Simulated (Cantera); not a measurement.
What does this Cantera script print?

```python
import numpy as np
import cantera as ct

gas = ct.Solution("gri30.yaml")


def delay(T, t_max=10):
    gas.TPX = T, 500000, {'CH4': 1, 'O2': 4, 'N2': 20}
    reactor = ct.IdealGasReactor(gas, clone=False)
    net = ct.ReactorNet([reactor])
    net.rtol, net.atol = 1e-8, 1e-16
    while net.time < t_max:
        t_old, T_old = net.time, reactor.T
        net.step()
        if reactor.T > T + 400:  # ignition: a rise of 400 K
            return t_old + (T + 400 - T_old) / (reactor.T - T_old) * (net.time - t_old)
    return np.nan


taus = []
for T in [1125, 1200, 1275, 1350, 1425, 1500, 1575, 1650, 1725, 1800]:
    taus.append(delay(T))
    print(f"T0 = {T:6g} K   tau = {taus[-1]:.4e} s")
```

Output:

```
T0 =   1125 K   tau = 2.4664e-02 s
T0 =   1200 K   tau = 8.9634e-03 s
T0 =   1275 K   tau = 3.5181e-03 s
T0 =   1350 K   tau = 1.4766e-03 s
T0 =   1425 K   tau = 6.6000e-04 s
T0 =   1500 K   tau = 3.1384e-04 s
T0 =   1575 K   tau = 1.5898e-04 s
T0 =   1650 K   tau = 8.5853e-05 s
T0 =   1725 K   tau = 4.9311e-05 s
T0 =   1800 K   tau = 2.9965e-05 s
```

Computed with Cantera and GRI-Mech 3.0 (53 species, 325 reactions).
